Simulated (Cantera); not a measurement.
Feed: 1 mol SiCl₄, 0.011 mol C₂H₂, 1500 mol H₂, at 1825 K and 2.30 mbar.

Equilibrium computed with Cantera from the NASA thermochemical tables; the gas is ideal and each condensed phase is pure. Gases not in the tables: Si₂H₆ and higher silanes. The numbers say what is thermodynamically allowed, not how fast it happens.

```
species        before     after
-----------  --------  --------
H₂              0.988     0.993
H             0.00913   0.00380
HCl           0.00261   0.00260
Si           0.000590  0.000341
SiH₂          1.05e-5   3.54e-5
SiCl₂         6.16e-6   2.04e-5
Cl            1.84e-5   7.59e-6
SiH           2.99e-5   4.17e-5
SiC(s), mol   0.00548    0.0149
Si(l), mol          0     0.292
```
Gas species are given as mole fractions.

What was changed between the two runs?
(A) pressure from 2.30 mbar to 4.10 mbar
(B) pressure from 2.30 mbar to 13.3 mbar
(C) temperature from 1825 K to 1350 K
(D) temperature from 1825 K to 2075 K

B, pressure from 2.30 mbar to 13.3 mbar. Mutual solubility and eutectic melting of coexisting phases are not modelled
